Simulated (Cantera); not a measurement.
Charge: 1 mol ZrO2, 5.5 mol H2, 6.8 mol N2, at 1898.15 K and 290 Pa.

These are equilibrium values from Cantera (NASA tables, ideal gas, pure condensed phases), not measurements of a reactor. Candidate condensed phases: H2O, Zr, ZrN, ZrO2; 28 gas species. The numbers say what is thermodynamically allowed, not how fast it happens.

Base state: N2 0.550, H2 0.440, H 0.00964, H2O 1.57e-5 (mole fractions); condensed: ZrO2(tetragonal).

Question: What changes in the equilibrium state with this change: ZrO2 replaced by V2O5?

Answer: 
| species | before | after |
|---|---|---|
| N2 | 0.550 | 0.548 |
| H2 | 0.440 | 0.281 |
| H2O | 1.57e-5 | 0.159 |
| VO2 | 0 | 0.00450 |
| VO | 0 | 2.44e-5 |
| NO | <1e-9 | 1.40e-5 |
| OH | 2.81e-8 | 0.000356 |
| ZrO2(tetragonal), mol | 1.000 | 0 |
| V2O3(s), mol | 0 | 0.972 |
Condensed phases not in the tables: the oxides between V2O3 and V2O5 other than VO2. Further candidate phases: V, VN, VO, V2O3, V2O4, V2O5.
